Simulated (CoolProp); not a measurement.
The numbers come from the reference Helmholtz-energy equation of state, Lemmon 2009 in CoolProp.

**Question.** Give the vapour pressure (MPa), vapour density (kg/m³), enthalpy of vaporisation (kJ/kg) of saturated propane at -18.55, -3.15, 12.15 °C.

**Answer.** 
| T (°C) | p (MPa) | vapour density (kg/m³) | enthalpy of vaporisation (kJ/kg) |
|---|---|---|---|
| -18.55 | 0.258 | 5.78 | 399 |
| -3.15 | 0.430 | 9.42 | 379 |
| 12.15 | 0.676 | 14.6 | 357 |
